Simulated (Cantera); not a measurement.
Charge: 1 mol Si3N4, a varied amount of O2, 4.4 mol H2, held at 1327 °C and 0.00105 Torr.

Method: chemical equilibrium by Gibbs-energy minimisation in Cantera with the NASA 1993 tables (ideal gas, pure condensed phases). Candidate condensed phases: H2O, Si, SiO2, Si2N2O, Si3N4; 35 gas species. The tables hold silica as quartz up to 1696 K and as liquid above; real silica turns to tridymite and cristobalite and melts near 1996 K. Kinetics and transport are ignored.

**Question.** What share of the Si ends up in condensed phases as a function of n(O2) (mol), at 0.012, 0.018, 0.029, 0.045, 0.071, 0.11, 0.18, 0.28, 0.44, 0.7, 1.1, 1.7, 2.7?

**Answer.** 
```json
[
 {"n(O2) (mol)": "0.012", "Si condensed (%)": "82.7", "as": "Si(s)"},
 {"n(O2) (mol)": "0.018", "Si condensed (%)": "82.2", "as": "Si(s)"},
 {"n(O2) (mol)": "0.029", "Si condensed (%)": "81.4", "as": "Si(s)"},
 {"n(O2) (mol)": "0.045", "Si condensed (%)": "80.3", "as": "Si(s)"},
 {"n(O2) (mol)": "0.071", "Si condensed (%)": "78.4", "as": "Si(s)"},
 {"n(O2) (mol)": "0.11", "Si condensed (%)": "75.6", "as": "Si(s)"},
 {"n(O2) (mol)": "0.18", "Si condensed (%)": "70.6", "as": "Si(s)"},
 {"n(O2) (mol)": "0.28", "Si condensed (%)": "63.4", "as": "Si(s)"},
 {"n(O2) (mol)": "0.44", "Si condensed (%)": "52.0", "as": "Si(s)"},
 {"n(O2) (mol)": "0.7", "Si condensed (%)": "33.3", "as": "Si(s)"},
 {"n(O2) (mol)": "1.1", "Si condensed (%)": "4.6", "as": "Si(s)"},
 {"n(O2) (mol)": "1.7", "Si condensed (%)": "5.2", "as": "SiO2(β-quartz)"},
 {"n(O2) (mol)": "2.7", "Si condensed (%)": "63.7", "as": "SiO2(β-quartz)"}
]
```
